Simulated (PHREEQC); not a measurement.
Make-up at 20 °C: 0.28 mol NaHCO3 and 0.00088 mol NaOH per kg of water. Closed to the air; pH follows from the charge balance.

Model: ion-association model, wateq4f.dat, run in PHREEQC.

**Question.** The ionic strength comes out as 0.262 mol/kgw. What activity coefficients do NaCO3-, CO3-2, HCO3-, Na+ get?

**Answer.** NaCO3- 0.73, CO3-2 0.29, HCO3- 0.73, Na+ 0.73.

This is a speciation only: nothing precipitates in the calculation.
